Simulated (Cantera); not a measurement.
Charge: 1 mol SiCl₄, 0.22 mol H₂O, held at 57.8 Torr.

Equilibrium computed with Cantera from the NASA thermochemical tables; the gas is ideal and each condensed phase is pure. Candidate condensed phases: H₂O, Si, SiO₂; 30 gas species. The tables' values for SiCl₃ are old estimates; treat these amounts as uncertain. The tables hold silica as quartz up to 1696 K and as liquid above; real silica turns to tridymite and cristobalite and melts near 1996 K. Equilibrium is a limit: real reactors are often held back by kinetics, nucleation or transport. All values below are at 1425 K.

Base state: SiCl₄ 0.666, HCl 0.330, SiCl₃ 0.00185, Cl 0.00160, Cl₂ 0.000167, SiCl₂ 2.03e-5, H₂ 1.73e-5 (mole fractions); condensed: SiO₂(β-quartz).

Task: What changes in the equilibrium state with this change: pressure from 57.8 Torr to 750 Torr?

Result: 
```
species                before     after
-------------------  --------  --------
SiCl₄                   0.666     0.668
HCl                     0.330     0.331
SiCl₃                 0.00185  0.000589
Cl                    0.00160  0.000389
SiCl₂                 2.03e-5   2.04e-6
H₂                    1.73e-5   2.25e-5
Cl₂                  0.000167  0.000128
SiO₂(β-quartz), mol     0.110     0.110
```
